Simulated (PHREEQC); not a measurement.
# Brine: speciation

Consider water at 49 °C with 0.38 mol/kgw Na2SO4, 0.29 mol/kgw KCl and 0.00046 mol/kgw H4SiO4. Closed to the air; pH follows from the charge balance.

Equilibrium calculation in PHREEQC: Pitzer model, pitzer.dat.

Each row changes one thing in this solution. Precipitation was switched off in this run.

| case | pH | HSO4- (mol/kgw) | SI of Arcanite (K2SO4) | SI of Thenardite (Na2SO4) |
|---|---|---|---|---|
| as made | 6.72 | 1.85e-6 | -1.60 | -1.92 |
| H4SiO4 left out | 7.07 | 8.37e-7 | -1.60 | -1.92 |
| diluted 2-fold with water | 6.80 | 1.11e-6 | -2.19 | -2.53 |
| temperature from 49 to 85 °C | 6.69 | 5.81e-6 | -1.84 | -1.80 |
| temperature from 49 to 55 °C | 6.71 | 2.26e-6 | -1.65 | -1.90 |
| temperature from 49 to 40 °C | 6.74 | 1.35e-6 | -1.52 | -1.96 |
| diluted 100-fold with water | 6.72 | 9.47e-8 | -6.19 | -6.58 |
| temperature from 49 to 35 °C | 6.75 | 1.13e-6 | -1.47 | -1.98 |
| temperature from 49 to 90 °C | 6.69 | 6.74e-6 | -1.87 | -1.79 |

Complexes and solids missing from the database can't appear. In brines, pH and single-ion activities rest on the MacInnes convention. Away from 25 °C the constants follow the database's enthalpies or fits; those with neither stay at their 25 °C values.
